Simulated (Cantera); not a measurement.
Input (Python, Cantera) and output of one run.

```python
import numpy as np
import cantera as ct

gas_names = """
    Ca CaO CaOH CaO2H2 Ca2 H HO2 H2 H2O H2O2 O OH O2 O3
""".split()
cond_names = """
    Ca(a) Ca(b) Ca(L) CaO(s) CaO(L) CaO2H2(s) H2O(s) H2O(L)
""".split()


def load(file, names, dense=False):
    # The tables refer to 1 bar. Condensed volumes are neglected.
    table = {s.name: s for s in ct.Species.list_from_file(file)}
    out = []
    for n in names:
        d = dict(table[n].input_data)
        d["thermo"] = dict(d["thermo"], **{"reference-pressure": 1e5})
        if dense:
            d["equation-of-state"] = {"model": "constant-volume", "density": "1e6 g/cm^3"}
        out.append(ct.Species.from_dict(d))
    return out


gas = ct.Solution(thermo="ideal-gas", species=load("nasa_gas.yaml", gas_names))
cond = {s.name: ct.Solution(thermo="fixed-stoichiometry", species=[s], name=s.name)
        for s in load("nasa_condensed.yaml", cond_names, dense=True)}
atoms = {
    'Ca(OH)2': {'Ca': 1, 'O': 2, 'H': 2},
    'H2': {'H': 2},
}
top_T = {}  # K; cautious upper limits of use, not melting points


def equilibrate(T, P, feed):
    n = {}
    for name, mol in feed.items():
        for a, k in atoms[name].items():
            n[a] = n.get(a, 0.0) + k * mol
    gas.TPX = T, P, n
    mass = sum(n.values()) * gas.mean_molecular_weight
    gas.equilibrate("TP")
    valid = [c for c in cond.values() if c.min_temp <= T <= top_T.get(c.name, c.max_temp)]
    mix = ct.Mixture([(gas, mass / gas.mean_molecular_weight)] + [(c, 0.0) for c in valid])
    mix.T, mix.P = T, P
    mix.equilibrate("TP", solver="vcs", rtol=1e-11, max_steps=5000)
    return mix


results = []
feed = {'Ca(OH)2': 1, 'H2': 0.18}  # mol
P = 10000  # Pa
for T in [623, 773, 923, 1073, 1223, 1373, 1523, 1673, 1823, 1973]:
    mix = equilibrate(T, P, feed)
    results.append((T, P, feed, dict(zip(mix.species_names, mix.species_moles))))
    x = sorted(zip(gas.X, gas.species_names), reverse=True)
    print(f"T = {T:g} K  P = {P:g} Pa  gas = {mix.phase_moles(0):.4g} mol")
    print("   x: " + "  ".join(f"{s} {v:.3e}" for v, s in x if v > 0.0001))
    print("   condensed (mol): " + ("  ".join(f"{mix.phase(i).name} {mix.phase_moles(i):.4g}"
          for i in range(1, mix.n_phases) if mix.phase_moles(i) > 1e-12) or "none"))
```

Result:

```
T = 623 K  P = 10000 Pa  gas = 0.2107 mol
   x: H2 8.541e-01  H2O 1.459e-01
   condensed (mol): CaO(s) 0.03074  CaO2H2(s) 0.9693
T = 773 K  P = 10000 Pa  gas = 1.18 mol
   x: H2O 8.475e-01  H2 1.525e-01
   condensed (mol): CaO(s) 1
T = 923 K  P = 10000 Pa  gas = 1.18 mol
   x: H2O 8.475e-01  H2 1.525e-01
   condensed (mol): CaO(s) 1
T = 1073 K  P = 10000 Pa  gas = 1.18 mol
   x: H2O 8.475e-01  H2 1.525e-01
   condensed (mol): CaO(s) 1
T = 1223 K  P = 10000 Pa  gas = 1.18 mol
   x: H2O 8.475e-01  H2 1.525e-01
   condensed (mol): CaO(s) 1
T = 1373 K  P = 10000 Pa  gas = 1.18 mol
   x: H2O 8.475e-01  H2 1.525e-01
   condensed (mol): CaO(s) 1
T = 1523 K  P = 10000 Pa  gas = 1.18 mol
   x: H2O 8.474e-01  H2 1.525e-01
   condensed (mol): CaO(s) 1
T = 1673 K  P = 10000 Pa  gas = 1.18 mol
   x: H2O 8.473e-01  H2 1.525e-01  H 1.406e-04
   condensed (mol): CaO(s) 1
T = 1823 K  P = 10000 Pa  gas = 1.18 mol
   x: H2O 8.469e-01  H2 1.523e-01  H 5.347e-04  OH 2.069e-04
   condensed (mol): CaO(s) 1
T = 1973 K  P = 10000 Pa  gas = 1.182 mol
   x: H2O 8.454e-01  H2 1.520e-01  H 1.663e-03  OH 8.783e-04
   condensed (mol): CaO(s) 0.9999
```

Equilibrium computed with Cantera from the NASA thermochemical tables; the gas is ideal and each condensed phase is pure.
